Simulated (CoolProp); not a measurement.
100 sccm (0 °C, 1 atm) of nitrogen bubbles through liquid dodecamethylpentasiloxane (MD3M) at 365.9 K and leaves saturated at a total pressure of 0.00422 MPa (ideal gas phase). Each further row changes one setting.

The numbers come from the reference Helmholtz-energy equation of state, Thol 2019 in CoolProp.

```
case                        vapour pressure (kPa)  mole fraction of vapour  delivery (mg/min)  delivery (sccm)  change of delivery for a bath 1 K warmer (%)
--------------------------  ---------------------  -----------------------  -----------------  ---------------  --------------------------------------------
as stated                                   0.797                    0.189                400                …                                           6.9
bath temperature 370.9 K                        …                        …                  …                …                                           7.2
total pressure 0.00844 MPa                  0.797                   0.0944                  …                …                                             …
```

Question: What belongs in the gaps?

Answer: 
- as stated, delivery (sccm): 23.3
- bath temperature 370.9 K, vapour pressure (kPa): 1.04
- bath temperature 370.9 K, mole fraction of vapour: 0.246
- bath temperature 370.9 K, delivery (mg/min): 560
- bath temperature 370.9 K, delivery (sccm): 32.6
- total pressure 0.00844 MPa, delivery (mg/min): 179
- total pressure 0.00844 MPa, delivery (sccm): 10.4
- total pressure 0.00844 MPa, change of delivery for a bath 1 K warmer (%): 6.1
